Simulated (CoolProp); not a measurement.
n-hexane at several states: density (kg/m³) from the reference equation and from simpler models built on Tc = 507.8 K, pc = 3.044 MPa, ω = 0.300; each cubic takes its own stable root.

Computed with CoolProp (reference Helmholtz-energy equation of state, Thol 2019).

| T (K) | p (MPa) | phase | reference |
|---|---|---|---|
| 226.9 | 0.768 | liquid | 717.5 |
| 446.7 | 0.0357 | gas | 0.8337 |
| 398.3 | 17.7 | liquid | 590.6 |

Question: How far does each simpler model (Soave-Redlich-Kwong, Peng-Robinson) lie from the reference over these 3 states: mean and median of the absolute difference, and the worst?

Answer: 
- Soave-Redlich-Kwong: mean 6.3 %, median 7.7 %, worst -11.2 % at 226.9 K and 0.768 MPa
- Peng-Robinson: mean 1.3 %, median 0.3 %, worst +3.6 % at 398.3 K and 17.7 MPa
